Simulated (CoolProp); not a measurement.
A Linde-Hampson liquefier for methane: isothermal reversible compression at 280 K from 1 atm to 20 MPa, throttling to 1 atm, return gas leaving the recuperator 0 K below the feed. Each further row changes one setting.

Computed with CoolProp (reference Helmholtz-energy equation of state, Setzmann 1991).

```tsv
case	liquid yield per pass	compression work (kJ/kg of gas)
as stated	(withheld)	714
high pressure 40 MPa	(withheld)	(withheld)
warm-end temperature 310 K	(withheld)	(withheld)
warm-end gap 5 K	(withheld)	714
```

Question: Complete the blanks.

Answer: 
- as stated, liquid yield per pass: 0.239
- high pressure 40 MPa, liquid yield per pass: 0.287
- high pressure 40 MPa, compression work (kJ/kg of gas): 803
- warm-end temperature 310 K, liquid yield per pass: 0.177
- warm-end temperature 310 K, compression work (kJ/kg of gas): 811
- warm-end gap 5 K, liquid yield per pass: 0.229
